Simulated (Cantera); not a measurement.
# Ignition delay

Mixture: 11.7 % CH₄, 0.890 % CO, 18.4 % O₂, 69.0 % N₂, equivalence ratio 1.3, at 23.0 bar, adiabatic and at constant pressure. Ignition delay is the time to a rise of 400 K.

Cantera simulation using GRI-Mech 3.0 (53 species, 325 reactions); the numbers are that mechanism's predictions, not measurements. The pressure lies above the range GRI-Mech 3.0 was tuned for (to about 10 atm).

| T0 (K) | delay (ms) |
|---|---|
| 1100 | 9.49 |
| 1150 | 4.65 |
| 1200 | 2.42 |
| 1250 | 1.32 |
| 1300 | 0.751 |
| 1350 | 0.440 |
| 1400 | 0.264 |
| 1450 | 0.162 |

```yaml
apparent activation energy between 1350 and 1450 K: 160 kJ/mol
```
